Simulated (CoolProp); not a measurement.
Properties of CF4 (R14) along the isotherm 500 K (Tc = 227.4 K, pc = 3.762 MPa, ω = 0.178).

The numbers come from the reference Helmholtz-energy equation of state, Platzer 1990 in CoolProp. This equation is an older, rougher fit.

| p (MPa) | phase | density (kg/m³) | cp (kJ/(kg K)) | expansivity (1/kK) | Prandtl number |
|---|---|---|---|---|---|
| 0.00595 | gas | 0.1260 | 0.9080 | 2.000 | 0.742 |
| 0.00961 | gas | 0.2034 | 0.9080 | 2.001 | 0.742 |
| 0.0155 | gas | 0.3281 | 0.9081 | 2.001 | 0.742 |
| 0.0251 | gas | 0.5313 | 0.9081 | 2.002 | 0.742 |
| 0.0405 | gas | 0.8573 | 0.9082 | 2.003 | 0.742 |
| 0.0655 | gas | 1.386 | 0.9084 | 2.004 | 0.743 |
| 0.106 | gas | 2.244 | 0.9086 | 2.007 | 0.743 |
| 0.171 | gas | 3.619 | 0.9090 | 2.011 | 0.743 |
| 0.276 | gas | 5.841 | 0.9097 | 2.018 | 0.744 |
| 0.446 | gas | 9.438 | 0.9108 | 2.028 | 0.745 |
| 0.721 | gas | 15.25 | 0.9125 | 2.045 | 0.747 |
| 1.16 | gas | 24.53 | 0.9152 | 2.072 | 0.750 |
| 1.88 | gas | 39.73 | 0.9196 | 2.115 | 0.755 |

Viscosity comes from a separate model (Huber 2003), an estimate that may be off by 10 % or more. Thermal conductivity comes from a separate model (Huber 2003), an estimate that may be off by 10 % or more.
